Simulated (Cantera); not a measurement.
An adiabatic, constant-pressure homogeneous reactor starts with CH4 : O2 : N2 = 1 : 3.23 : 12.1 (molar parts), equivalence ratio 0.62, at 1000 K and 10.0 bar. Integrator tolerance rtol = 1e-08.

Computed with Cantera and GRI-Mech 3.0 (53 species, 325 reactions).

**Question.** What does this change do: pressure from 10.0 bar to 5.70 bar?

**Answer.** 
| quantity | before | after |
|---|---|---|
| time of steepest temperature rise | 73.0 ms | 0.131 s |
| temperature at 6.00 s | 2247 K | 2243 K |
| equilibrium temperature | 2247 K | 2243 K |
| x(CH4) at 6.00 s | <1e-12 (gas-phase equilibrium <1e-12) | <1e-12 (gas-phase equilibrium <1e-12) |
| x(O2) at 6.00 s | 0.0708 (gas-phase equilibrium 0.0708) | 0.0708 (gas-phase equilibrium 0.0708) |
| x(CO) at 6.00 s | 0.000596 (gas-phase equilibrium 0.000596) | 0.000769 (gas-phase equilibrium 0.000769) |
| x(CO2) at 6.00 s | 0.0606 (gas-phase equilibrium 0.0606) | 0.0604 (gas-phase equilibrium 0.0604) |
| x(H2O2) at 6.00 s | 3.91e-7 (gas-phase equilibrium 3.91e-7) | 2.92e-7 (gas-phase equilibrium 2.92e-7) |
| x(H2) at 6.00 s | 0.000219 (gas-phase equilibrium 0.000219) | 0.000283 (gas-phase equilibrium 0.000283) |

**Question.** What does this change do: CH4 1 to 1.4 parts?

**Answer.** 
```json
[
 {"quantity": "time of steepest temperature rise", "before": "73.0 ms", "after": "79.3 ms"},
 {"quantity": "temperature at 6.00 s", "before": "2247 K", "after": "2560 K"},
 {"quantity": "equilibrium temperature", "before": "2247 K", "after": "2560 K"},
 {"quantity": "x(CH4) at 6.00 s", "before": "<1e-12 (gas-phase equilibrium <1e-12)", "after": "<1e-12 (gas-phase equilibrium <1e-12)"},
 {"quantity": "x(O2) at 6.00 s", "before": "0.0708 (gas-phase equilibrium 0.0708)", "after": "0.0243 (gas-phase equilibrium 0.0243)"},
 {"quantity": "x(CO) at 6.00 s", "before": "0.000596 (gas-phase equilibrium 0.000596)", "after": "0.00770 (gas-phase equilibrium 0.00770)"},
 {"quantity": "x(CO2) at 6.00 s", "before": "0.0606 (gas-phase equilibrium 0.0606)", "after": "0.0753 (gas-phase equilibrium 0.0753)"},
 {"quantity": "x(H2O2) at 6.00 s", "before": "3.91e-7 (gas-phase equilibrium 3.91e-7)", "after": "6.29e-7 (gas-phase equilibrium 6.29e-7)"},
 {"quantity": "x(H2) at 6.00 s", "before": "0.000219 (gas-phase equilibrium 0.000219)", "after": "0.00257 (gas-phase equilibrium 0.00257)"}
]
```
